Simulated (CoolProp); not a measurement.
n-hexane along the isobar 7.78 MPa: Z from the reference equation and from simpler models built on Tc = 234.7 °C, pc = 3.044 MPa, ω = 0.300; each cubic takes its own stable root.

Values from CoolProp's reference Helmholtz-energy equation of state, Thol 2019.

| T (°C) | phase | reference | van der Waals | Redlich-Kwong |
|---|---|---|---|---|
| 64.75 | liquid | 0.3797 | (withheld) | 0.4309 |
| 75.55 | liquid | 0.3737 | 0.6021 | 0.4242 |
| 86.45 | liquid | (withheld) | 0.5908 | 0.4183 |
| 97.35 | liquid | 0.3636 | 0.5805 | 0.4132 |
| 108.25 | liquid | 0.3594 | 0.5711 | 0.4089 |
| 119.05 | liquid | 0.3559 | 0.5627 | 0.4053 |
| 129.95 | liquid | 0.3529 | 0.5550 | 0.4025 |
| 140.85 | liquid | 0.3506 | 0.5481 | 0.4004 |
| 151.75 | liquid | (withheld) | 0.5420 | 0.3990 |
| 162.55 | liquid | 0.3479 | 0.5367 | 0.3984 |
| 173.45 | liquid | 0.3476 | 0.5320 | 0.3986 |
| 184.35 | liquid | 0.3480 | 0.5281 | 0.3997 |
| 195.25 | liquid | 0.3494 | 0.5250 | (withheld) |

**Question.** Fill in the missing entries.

**Answer.** 
- 64.75, van der Waals: 0.6143
- 86.45, reference: 0.3683
- 151.75, reference: 0.3489
- 195.25, Redlich-Kwong: 0.4017
